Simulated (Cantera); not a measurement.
Thermodynamics of silicon carbide growth, feed Si(CH3)4 + C2H4 + H2

Input: 1 mol Si(CH3)4, 0.13 mol C2H4, 23 mol H2, at 2550 K.

These are equilibrium values from Cantera (NASA tables, ideal gas, pure condensed phases), not measurements of a reactor. Candidate condensed phases: C, C6H6, C7H8, C8H18, Si, SiC; 87 gas species. Gases not in the tables: Si2H6 and higher silanes. The numbers say what is thermodynamically allowed, not how fast it happens.

```json
[
 {"P (Pa)": "100", "log p H2": "-3.43", "log p H": "-3.22", "log p Si": "-4.75", "log p C2H2 (acetylene)": "-5.31", "log p SiC2": "-5.28", "log p Si2C": "-7.56", "log p SiH": "-7.08", "log p C3": "-5.97", "n C(graphite)": "3.15", "n SiC(s)": "0"},
 {"P (Pa)": "240", "log p H2": "-2.91", "log p H": "-2.96", "log p Si": "-4.33", "log p C2H2 (acetylene)": "-4.79", "log p SiC2": "-4.86", "log p Si2C": "-6.72", "log p SiH": "-6.40", "log p C3": "-5.97", "n C(graphite)": "3.16", "n SiC(s)": "0"},
 {"P (Pa)": "560", "log p H2": "-2.45", "log p H": "-2.73", "log p Si": "-3.94", "log p C2H2 (acetylene)": "-4.33", "log p SiC2": "-4.46", "log p Si2C": "-5.93", "log p SiH": "-5.77", "log p C3": "-5.97", "n C(graphite)": "3.14", "n SiC(s)": "0"},
 {"P (Pa)": "1300", "log p H2": "-2.02", "log p H": "-2.52", "log p Si": "-3.56", "log p C2H2 (acetylene)": "-3.90", "log p SiC2": "-4.08", "log p Si2C": "-5.17", "log p SiH": "-5.18", "log p C3": "-5.97", "n C(graphite)": "3.11", "n SiC(s)": "0"},
 {"P (Pa)": "3200", "log p H2": "-1.59", "log p H": "-2.30", "log p Si": "-3.18", "log p C2H2 (acetylene)": "-3.47", "log p SiC2": "-3.70", "log p Si2C": "-4.41", "log p SiH": "-4.58", "log p C3": "-5.97", "n C(graphite)": "3.09", "n SiC(s)": "0"},
 {"P (Pa)": "7500", "log p H2": "-1.19", "log p H": "-2.10", "log p Si": "-2.84", "log p C2H2 (acetylene)": "-3.07", "log p SiC2": "-3.37", "log p Si2C": "-3.74", "log p SiH": "-4.05", "log p C3": "-5.97", "n C(graphite)": "3.08", "n SiC(s)": "0"},
 {"P (Pa)": "18000", "log p H2": "-0.79", "log p H": "-1.90", "log p Si": "-2.73", "log p C2H2 (acetylene)": "-2.67", "log p SiC2": "-3.26", "log p Si2C": "-3.52", "log p SiH": "-3.74", "log p C3": "-5.97", "n C(graphite)": "2.82", "n SiC(s)": "0.443"},
 {"P (Pa)": "42000", "log p H2": "-0.41", "log p H": "-1.71", "log p Si": "-2.73", "log p C2H2 (acetylene)": "-2.28", "log p SiC2": "-3.26", "log p Si2C": "-3.52", "log p SiH": "-3.55", "log p C3": "-5.97", "n C(graphite)": "2.64", "n SiC(s)": "0.754"},
 {"P (Pa)": "100000", "log p H2": "-0.02", "log p H": "-1.52", "log p Si": "-2.73", "log p C2H2 (acetylene)": "-1.90", "log p SiC2": "-3.26", "log p Si2C": "-3.52", "log p SiH": "-3.36", "log p C3": "-5.97", "n C(graphite)": "2.56", "n SiC(s)": "0.888"}
]
```
log p: log10 of the partial pressure in bar; n: condensed amount in mol.

From 0.750 Torr to 56.3 Torr the condensed part is C(graphite). From 135 Torr to 750 Torr the condensed part is C(graphite) + SiC(s). The main Si-bearing gas is Si throughout.
